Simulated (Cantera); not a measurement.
Input (Python, Cantera) and output of one run.

```python
import numpy as np
import cantera as ct

gas_names = """
    B BN BO BO2 B2 B2O B2O2 B2O3 N NO NO2 NO3 N2 N2O O O2 O3
""".split()
cond_names = """
    B(b) B(L) BN(s) B2O3(L)
""".split()


def load(file, names, dense=False):
    # The tables refer to 1 bar. Condensed volumes are neglected.
    table = {s.name: s for s in ct.Species.list_from_file(file)}
    out = []
    for n in names:
        d = dict(table[n].input_data)
        d["thermo"] = dict(d["thermo"], **{"reference-pressure": 1e5})
        if dense:
            d["equation-of-state"] = {"model": "constant-volume", "density": "1e6 g/cm^3"}
        out.append(ct.Species.from_dict(d))
    return out


gas = ct.Solution(thermo="ideal-gas", species=load("nasa_gas.yaml", gas_names))
cond = {s.name: ct.Solution(thermo="fixed-stoichiometry", species=[s], name=s.name)
        for s in load("nasa_condensed.yaml", cond_names, dense=True)}
atoms = {
    'BN': {'B': 1, 'N': 1},
    'O2': {'O': 2},
}
top_T = {'BN(s)': 3200}  # K; cautious upper limits of use, not melting points


def equilibrate(T, P, feed):
    n = {}
    for name, mol in feed.items():
        for a, k in atoms[name].items():
            n[a] = n.get(a, 0.0) + k * mol
    gas.TPX = T, P, n
    mass = sum(n.values()) * gas.mean_molecular_weight
    gas.equilibrate("TP")
    valid = [c for c in cond.values() if c.min_temp <= T <= top_T.get(c.name, c.max_temp)]
    mix = ct.Mixture([(gas, mass / gas.mean_molecular_weight)] + [(c, 0.0) for c in valid])
    mix.T, mix.P = T, P
    mix.equilibrate("TP", solver="vcs", rtol=1e-11, max_steps=5000)
    return mix


results = []
T = 948  # K
P = 5.8  # Pa
for m in [0.56, 0.78, 1.1, 1.5, 2.2, 3.1, 4.3, 6.1, 8.5, 12, 17]:
    feed = {'BN': 1, 'O2': m}  # mol
    mix = equilibrate(T, P, feed)
    results.append((T, P, feed, dict(zip(mix.species_names, mix.species_moles))))
    x = sorted(zip(gas.X, gas.species_names), reverse=True)
    print(f"T = {T:g} K  P = {P:g} Pa  n(O2) = {m:g} mol  gas = {mix.phase_moles(0):.4g} mol")
    print("   x: " + "  ".join(f"{s} {v:.3e}" for v, s in x if v > 1e-06))
    print("   condensed (mol): " + ("  ".join(f"{mix.phase(i).name} {mix.phase_moles(i):.4g}"
          for i in range(1, mix.n_phases) if mix.phase_moles(i) > 1e-12) or "none"))
```

Result:

```
T = 948 K  P = 5.8 Pa  n(O2) = 0.56 mol  gas = 0.3733 mol
   x: N2 1.000e+00
   condensed (mol): BN(s) 0.2533  B2O3(L) 0.3733
T = 948 K  P = 5.8 Pa  n(O2) = 0.78 mol  gas = 0.53 mol
   x: N2 9.434e-01  O2 5.660e-02  NO 9.722e-06
   condensed (mol): B2O3(L) 0.5
T = 948 K  P = 5.8 Pa  n(O2) = 1.1 mol  gas = 0.85 mol
   x: N2 5.882e-01  O2 4.118e-01  NO 2.071e-05
   condensed (mol): B2O3(L) 0.5
T = 948 K  P = 5.8 Pa  n(O2) = 1.5 mol  gas = 1.25 mol
   x: O2 6.000e-01  N2 4.000e-01  NO 2.061e-05
   condensed (mol): B2O3(L) 0.5
T = 948 K  P = 5.8 Pa  n(O2) = 2.2 mol  gas = 1.95 mol
   x: O2 7.436e-01  N2 2.564e-01  NO 1.837e-05
   condensed (mol): B2O3(L) 0.5
T = 948 K  P = 5.8 Pa  n(O2) = 3.1 mol  gas = 2.85 mol
   x: O2 8.246e-01  N2 1.754e-01  NO 1.600e-05
   condensed (mol): B2O3(L) 0.5
T = 948 K  P = 5.8 Pa  n(O2) = 4.3 mol  gas = 4.05 mol
   x: O2 8.765e-01  N2 1.234e-01  NO 1.384e-05
   condensed (mol): B2O3(L) 0.5
T = 948 K  P = 5.8 Pa  n(O2) = 6.1 mol  gas = 5.85 mol
   x: O2 9.145e-01  N2 8.546e-02  NO 1.176e-05
   condensed (mol): B2O3(L) 0.5
T = 948 K  P = 5.8 Pa  n(O2) = 8.5 mol  gas = 8.25 mol
   x: O2 9.394e-01  N2 6.060e-02  NO 1.004e-05
   condensed (mol): B2O3(L) 0.5
T = 948 K  P = 5.8 Pa  n(O2) = 12 mol  gas = 11.75 mol
   x: O2 9.574e-01  N2 4.255e-02  NO 8.492e-06
   condensed (mol): B2O3(L) 0.5
T = 948 K  P = 5.8 Pa  n(O2) = 17 mol  gas = 16.75 mol
   x: O2 9.701e-01  N2 2.985e-02  NO 7.160e-06
   condensed (mol): B2O3(L) 0.5
```

Method: chemical equilibrium by Gibbs-energy minimisation in Cantera with the NASA 1993 tables (ideal gas, pure condensed phases).
